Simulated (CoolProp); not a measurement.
n-perfluorohexane at several states: density (kg/m³) from the reference equation and from simpler models built on Tc = 174.9 °C, pc = 1.742 MPa, ω = 0.497; each cubic takes its own stable root.

Values from CoolProp's reference Helmholtz-energy equation of state, Gao 2022.

```csv
T (°C),p (MPa),phase,reference
-37.45,4.49,liquid,1863
29.65,3.51,liquid,1678
-59.95,0.0686,liquid,1913
32.65,0.88,liquid,1658
8.55,9.33,liquid,1756
```

How far does each simpler model (van der Waals, Peng-Robinson) lie from the reference over these 5 states: mean and median of the absolute difference, and the worst?


- van der Waals: mean 43.0 %, median 43.3 %, worst -45.1 % at -59.95 °C and 0.0686 MPa
- Peng-Robinson: mean 2.5 %, median 1.9 %, worst -4.5 % at -59.95 °C and 0.0686 MPa
